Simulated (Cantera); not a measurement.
A closed system holds: 1 mol CCl₄, 0.49 mol Si, 0.12 mol H₂, equilibrated at 11.0 Pa.

These are equilibrium values from Cantera (NASA tables, ideal gas, pure condensed phases), not measurements of a reactor. Candidate condensed phases: C, C₆H₆, C₇H₈, C₈H₁₈, Si, SiC; 109 gas species. The tables' values for SiCl are old estimates; treat these amounts as uncertain. The numbers say what is thermodynamically allowed, not how fast it happens.

Question: At 2877 °C, list the 4 most abundant gas species with their mole fractions, and the condensed phases.

Answer: Cl 0.714, C 0.141, Si 0.0868, H 0.0427. Condensed: gas only.
